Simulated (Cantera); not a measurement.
Input: 1 mol BCl3, 12 mol H2O, 79 mol N2, at 750 K and 51.0 mbar.

Equilibrium computed with Cantera from the NASA thermochemical tables; the gas is ideal and each condensed phase is pure. Candidate condensed phases: B, BN, B2O3, B3O3H3, H2O, NH4Cl; 49 gas species. Gases not in the tables: H3BO3. Equilibrium is a limit: real reactors are often held back by kinetics, nucleation or transport.

Base state: N2 0.855, H2O 0.112, HCl 0.0325, (HBO2)3 0.00114 (mole fractions); condensed: B2O3(l).

Task: What changes in the equilibrium state with this change: H2O from 12 to 0.15 mol?

Result: 
```tsv
species	before	after
N2	0.855	0.985
BCl3	<1e-9	0.0106
HCl	0.0325	0.00374
H2O	0.112	<1e-9
(HBO2)3	0.00114	<1e-9
B3O3Cl3	<1e-9	0.000623
B2O3(l), mol	0.342	0
```
